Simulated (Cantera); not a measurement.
Charge: 1 mol SiHCl3, 0.009 mol C2H4, 5.5 mol H2, equilibrated at 0.210 bar.

Method: chemical equilibrium by Gibbs-energy minimisation in Cantera with the NASA 1993 tables (ideal gas, pure condensed phases). Candidate condensed phases: C, C6H6, C7H8, C8H18, Si, SiC; 109 gas species. Mutual solubility and eutectic melting of coexisting phases are not modelled. The tables' values for SiCl3, SiCl are old estimates; treat these amounts as uncertain. Gases not in the tables: Si2H6 and higher silanes. The numbers say what is thermodynamically allowed, not how fast it happens. All values below are at 1875 K.

Base state: H2 0.717, HCl 0.168, SiCl2 0.110, SiCl3 0.00366, H 0.00121, SiCl 0.000221, SiHCl3 0.000220, Cl 0.000214 (mole fractions); condensed: Si(l) + SiC(s).

Problem. What changes in the equilibrium state with this change: pressure from 0.210 bar to 4.30 mbar?

Solution. 
| species | before | after |
|---|---|---|
| H2 | 0.717 | 0.706 |
| HCl | 0.168 | 0.168 |
| SiCl2 | 0.110 | 0.112 |
| H | 0.00121 | 0.00840 |
| SiCl3 | 0.00366 | 0.000539 |
| Si | 4.31e-5 | 0.00211 |
| Si2C | 6.71e-7 | 3.28e-5 |
| Si(l), mol | 0.126 | 0.103 |
| SiC(s), mol | 0.0180 | 0.0177 |
The tables' values for SiCl, SiCl3 are old estimates; treat these amounts as uncertain.
